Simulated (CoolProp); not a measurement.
Fluorine at 295 K and 8 MPa is throttled through a valve to 5.5 MPa with no heat exchange. Each further row changes one setting.

Computed with CoolProp (reference Helmholtz-energy equation of state, de Reuck 1990).

```json
[
 {"case": "as stated", "temperature change (K)": "-4.2", "final phase": "supercritical", "final density (kg/m³)": "___"},
 {"case": "outlet pressure 1.65 MPa", "temperature change (K)": "___", "final phase": "___", "final density (kg/m³)": "___"},
 {"case": "outlet pressure 7.15 MPa", "temperature change (K)": "___", "final phase": "supercritical", "final density (kg/m³)": "___"}
]
```

Task: Some entries are withheld; supply them.

Result: 
- as stated, final density (kg/m³): 88.6
- outlet pressure 1.65 MPa, temperature change (K): -11.6
- outlet pressure 1.65 MPa, final phase: gas
- outlet pressure 1.65 MPa, final density (kg/m³): 26.8
- outlet pressure 7.15 MPa, temperature change (K): -1.4
- outlet pressure 7.15 MPa, final density (kg/m³): 114
